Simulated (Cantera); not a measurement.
A Cantera script and what it prints.

```python
import numpy as np
import cantera as ct

gas_names = """
    AL ALCL ALCL2 ALCL3 ALH ALO ALOCL ALOH ALO2 ALO2H AL2 AL2CL6 AL2O AL2O2 CL CLO CL2 H HALO HCL HOCL
    HO2 H2 H2O H2O2 O OH O2 O3
""".split()
cond_names = """
    AL(cr) AL(L) ALCL3(s) ALCL3(L) AL2O3(a) AL2O3(L) H2O(s) H2O(L)
""".split()


# ... load() reads the species with a 1 bar reference pressure and builds the phases ...
atoms = {
    'Al2O3': {'AL': 2, 'O': 3},
    'HCl': {'H': 1, 'CL': 1},
    'O2': {'O': 2},
    'Cl2': {'CL': 2},
}
top_T = {}  # K; cautious upper limits of use, not melting points


# ... equilibrate(T, P, feed) seeds the gas with the atoms and calls Mixture.equilibrate('TP', solver="vcs", rtol=1e-11, max_steps=5000) ...
results = []
feed = {'Al2O3': 1, 'HCl': 1.1, 'O2': 1.9, 'Cl2': 1.8}  # mol
P = 100000  # Pa
for T in [873, 1023, 1173, 1323, 1473, 1623, 1773, 1923]:
    mix = equilibrate(T, P, feed)
    results.append((T, P, feed, dict(zip(mix.species_names, mix.species_moles))))

top = {s: max(r[3][s] / sum(r[3][g] for g in gas_names) for r in results) for s in gas_names}
cols = sorted((s for s in top if top[s] > 1e-05), key=lambda s: -top[s])[:7]
seen = [c for c in cond_names if any(r[3].get(c, 0) > 1e-12 for r in results)]
print("log10 of partial pressures in bar; condensed amounts in mol")
print(f"{'T/K':>10s}" + "".join(f"{s[:9]:>10s}" for s in cols + seen))
for T, P, feed, n in results:
    ng = sum(n[g] for g in gas_names)
    print(f"{T:10.4g}" + "".join(f"{np.log10(max(n[s] / ng * P / 1e5, 1e-99)):10.3f}" for s in cols)
          + "".join(f"{n.get(c, 0):10.4g}" for c in seen))
```

Output:

```
log10 of partial pressures in bar; condensed amounts in mol
       T/K       CL2        O2        CL       HCL       H2O     ALCL3       CLO  AL2O3(a)
       873    -0.379    -0.415    -4.543    -0.794    -1.440    -9.823    -5.786         1
      1023    -0.403    -0.408    -3.466    -0.708    -1.756    -7.679    -4.903         1
      1173    -0.416    -0.406    -2.659    -0.673    -2.059    -6.084    -4.244         1
      1323    -0.427    -0.406    -2.032    -0.659    -2.322    -4.860    -3.735         1
      1473    -0.446    -0.410    -1.537    -0.657    -2.541    -3.905    -3.336    0.9997
      1623    -0.486    -0.419    -1.144    -0.663    -2.714    -3.165    -3.026    0.9983
      1773    -0.565    -0.435    -0.839    -0.679    -2.838    -2.617    -2.795    0.9937
      1923    -0.700    -0.456    -0.615    -0.702    -2.900    -2.256    -2.638    0.9848
```

Method: chemical equilibrium by Gibbs-energy minimisation in Cantera with the NASA 1993 tables (ideal gas, pure condensed phases). Condensed phases not in the tables: AlOCl.
